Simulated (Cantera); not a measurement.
An isothermal, constant-pressure homogeneous reactor starts with 100 % N2O, at 1125 K and 0.240 bar.

Computed with Cantera and GRI-Mech 3.0 (53 species, 325 reactions). GRI-Mech 3.0 was tuned for natural gas; its chemistry of N2O as a main component is partial and can be far from experiment. The mechanism lacks the step 2 NO + O2 → 2 NO2, which can matter for NO2 below about 1400 K. The temperature is held fixed by assumption; the heat of reaction is taken as removed at once.

Task: Predict: x(N2O) at 2.00 s; x(NO) at 2.00 s; x(N2) at 2.00 s; x(O2) at 2.00 s; x(O) at 2.00 s.

Result: x(N2O) at 2.00 s: 0.910 (gas-phase equilibrium 4.11e-9)
x(NO) at 2.00 s: 0.00457 (gas-phase equilibrium 0.000124)
x(N2) at 2.00 s: 0.0576 (gas-phase equilibrium 0.667)
x(O2) at 2.00 s: 0.0277 (gas-phase equilibrium 0.333)
x(O) at 2.00 s: 5.12e-7 (gas-phase equilibrium 5.47e-9)
